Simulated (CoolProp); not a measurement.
Vapour-liquid equilibrium of R125 (1) + n-butane (2) at 515 kPa; x and y are mole fractions of (1).

Computed with CoolProp (multi-fluid Helmholtz-energy mixture model, Lemmon 2005 and Bücker 2006; pair parameters Bell 2016).

Problem. Give the bubble temperature and the first vapour's composition at x = 0.05, 0.35, 0.65. Is there an azeotrope?

Solution. x = 0.05: 305.7 K, y = 0.400; x = 0.35: 272.5 K, y = 0.826; x = 0.65: 268.4 K, y = 0.870. No azeotrope shows between x = 0.05 and 0.95.

The pair parameters rest on a limited set of measurements; away from them the model extrapolates. With so large a gap from Raoult's law the liquid may split in two, which this calculation doesn't test in full.
